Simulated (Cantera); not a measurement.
A perfectly stirred reactor is fed with C₃H₈ : O₂ : N₂ : H₂O = 1 : 3.85 : 22.7 : 5.6 (molar parts), at 2.60 bar; it is adiabatic with a 425 K inlet, and is followed from long to short residence time, starting on the burning branch (τ in s: 0.083, 0.03, 0.011, 0.004, 0.0014, 0.00053, 0.00019, 6.9e-05, 2.5e-05).

Computed with Cantera and GRI-Mech 3.0 (53 species, 325 reactions). GRI-Mech 3.0 was tuned for natural gas; its chemistry of propane as a main component is partial and can be far from experiment.

Question: Predict: blow-out, bracketed by the residence times tried; x(C₃H₈) at τ = 83.0 ms; x(O₂) at τ = 83.0 ms; x(H₂O) at τ = 83.0 ms; x(H₂) at τ = 83.0 ms; x(CH₂) at τ = 83.0 ms; x(C₃H₈) at τ = 1.40 ms; x(O₂) at τ = 1.40 ms; x(H₂O) at τ = 1.40 ms.

Answer: 
```json
{
 "blow_out_bracketed_by_the_residence_times_tried": "burning at 11.0 ms, out at 4.00 ms",
 "x(C₃H₈) at τ = 83.0 ms": "1.16e-5",
 "x(O₂) at τ = 83.0 ms": "0.00166",
 "x(H₂O) at τ = 83.0 ms": "0.243",
 "x(H₂) at τ = 83.0 ms": "0.0239",
 "x(CH₂) at τ = 83.0 ms": "1.13e-7",
 "x(C₃H₈) at τ = 1.40 ms": "0.0302",
 "x(O₂) at τ = 1.40 ms": "0.116",
 "x(H₂O) at τ = 1.40 ms": "0.169"
}
```
